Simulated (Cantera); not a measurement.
A perfectly stirred reactor is fed with 11.9 % CH3OH, 18.1 % O2, 67.9 % N2, 2.03 % CO2, equivalence ratio 0.99, at 101000 Pa; it is adiabatic with a 473 K inlet, and is followed from long to short residence time, starting on the burning branch (τ in s: 0.15, 0.07, 0.032, 0.014, 0.0066, 0.003, 0.0014, 0.00062, 0.00028, 0.00013, 5.8e-05, 2.6e-05, 1.2e-05).

Model: GRI-Mech 3.0 (53 species, 325 reactions), integrated in Cantera. GRI-Mech 3.0 was tuned for natural gas; its chemistry of methanol as a main component is partial and can be far from experiment.

x: mole fraction; the columns are a selection and need not sum to one.

```tsv
τ (s)	T (K)	x CH3OH	x O2	x C2H2	x HO2	x C2H4	x N2O	x CH2CO
0.15	2250	6.00e-7	0.00906	4.35e-12	1.08e-6	1.22e-12	1.29e-7	9.76e-11
0.070	2239	1.18e-6	0.00991	1.02e-11	1.23e-6	3.30e-12	1.30e-7	1.83e-10
0.032	2218	2.24e-6	0.0112	1.94e-11	1.51e-6	7.18e-12	1.32e-7	3.29e-10
0.014	2185	4.19e-6	0.0131	3.28e-11	2.05e-6	1.42e-11	1.32e-7	5.93e-10
0.0066	2143	7.20e-6	0.0153	6.00e-11	2.93e-6	3.03e-11	1.29e-7	1.09e-9
0.0030	2090	1.26e-5	0.0179	1.55e-10	4.45e-6	9.09e-11	1.24e-7	2.40e-9
0.0014	2033	[?]	[?]	5.07e-10	[?]	3.33e-10	1.18e-7	[?]
0.00062	1969	4.25e-5	0.0235	2.13e-9	1.07e-5	1.53e-9	1.11e-7	1.69e-8
0.00028	1907	[?]	[?]	[?]	[?]	[?]	1.05e-7	[?]
0.00013	1844	0.000192	0.0313	4.52e-8	3.25e-5	4.02e-8	9.87e-8	2.14e-7
5.8e-5	1727	0.000766	0.0442	3.68e-7	0.000135	5.05e-7	8.01e-8	1.77e-6
2.6e-5	473	0.119	0.181	<1e-12	<1e-12	<1e-12	<1e-12	<1e-12
1.2e-5	473	0.119	0.181	<1e-12	<1e-12	<1e-12	<1e-12	<1e-12
```

Question: Some entries are withheld; supply them.

Answer: 
- 0.0014, x CH3OH: 2.22e-5
- 0.0014, x O2: 0.0205
- 0.0014, x HO2: 6.76e-6
- 0.0014, x CH2CO: 5.83e-9
- 0.00028, x CH3OH: 8.62e-5
- 0.00028, x O2: 0.0268
- 0.00028, x C2H2: 9.59e-9
- 0.00028, x HO2: 1.74e-5
- 0.00028, x C2H4: 7.50e-9
- 0.00028, x CH2CO: 5.52e-8
